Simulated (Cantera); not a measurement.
A closed system holds: 1 mol FeCl2, 0.08 mol HCl, 47 mol H2.

Cantera equilibrium calculation (NASA polynomials, part measured and part estimated; ideal gas, pure solids and liquids). Candidate condensed phases: Fe, FeCl2, FeCl3; 11 gas species. Kinetics and transport are ignored.

Stable condensed phases, one row left out:

```
T in K \ P in Pa
           0.10   0.56    3.2     18    100    560   3200  18000 100000
   2050       A      A      A      A      A      A      A      B      B
   1950       A      A      A      A      A      A      B      B      B
   1850       A      A      A      A      A      B      B      B      B
   1650       A      A      A      B      B      B      B      B      B
   1550       A      A      B      B      B      B      B      B      B
   1450       A      B      B      B      B      B      B      B      B
   1350       B      B      B      B      B      B      B      B      B
   1250       B      B      B      B      B      B      B      B      B
   1150       B      B      B      B      B      B      B      B      B
   1050       B      B      B      B      B      B      B      B      B
    950       B      B      B      B      B      B      B      B      B
    850       B      B      B      B      B      B      B      B      B
    750       B      B      B      B      B      B      B      B      C
```

A: gas only; B: Fe; C: Fe + FeCl2.

Task: Give the row for 1750 K.

Result: 0.10: gas only; 0.56: gas only; 3.2: gas only; 18: gas only; 100: Fe; 560: Fe; 3200: Fe; 18000: Fe; 100000: Fe.
